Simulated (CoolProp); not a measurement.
A single-stage vapour-compression cycle with the fluid: evaporating at 226.15 K (dew point), condensing at 276.15 K (bubble point), superheat 10 K, subcooling 0 K, compressor efficiency 0.9, no pressure losses. The same conditions are run with several fluids, on thermodynamics alone (safety and materials aside).

The numbers come from the reference Helmholtz-energy equation of state of each fluid (R124: de Vries 1995; R410A: Lemmon 2003; nitrous oxide: Lemmon 2006; propylene: Lemmon 2013; R13: Platzer 1990; R404A: Lemmon 2003) in CoolProp. The equations of Platzer and Polt are older, rougher fits. Blends and air are pseudo-pure fits.

```tsv
fluid	cooling COP	pressure ratio	discharge temperature (K)	refrigerating effect (kJ/kg)	volumetric capacity (kJ/m³)
R124	3.33	10.3	299.3	135	169
R410A	3.20	6.99	327.2	205	996
nitrous oxide	2.84	4.64	346.0	232	4150
propylene	3.29	6.12	314.2	336	774
R13	2.73	4.53	304.7	82.3	2280
R404A	3.12	7.12	302.2	143	695
```
